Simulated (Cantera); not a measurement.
Charge: 1 mol CF₄, 1.6 mol CH₄.

Method: chemical equilibrium by Gibbs-energy minimisation in Cantera with the NASA 1993 tables (ideal gas, pure condensed phases). Candidate condensed phases: C, C₆H₆, C₇H₈, C₈H₁₈; 95 gas species. Kinetics and transport are ignored.

Q: What condenses at these points (T in °C, P in Pa): (1977, 18); (2127, 4.2); (2052, 18); (2427, 4.2); (2202, 4.2)?

A: 
| T (°C) | P in Pa | condensed phases | C condensed (%) |
|---|---|---|---|
| 1977 | 18 | C | 99.8 |
| 2127 | 4.2 | C | 97.7 |
| 2052 | 18 | C | 99.7 |
| 2427 | 4.2 | gas only | 0.0 |
| 2202 | 4.2 | C | 92.3 |
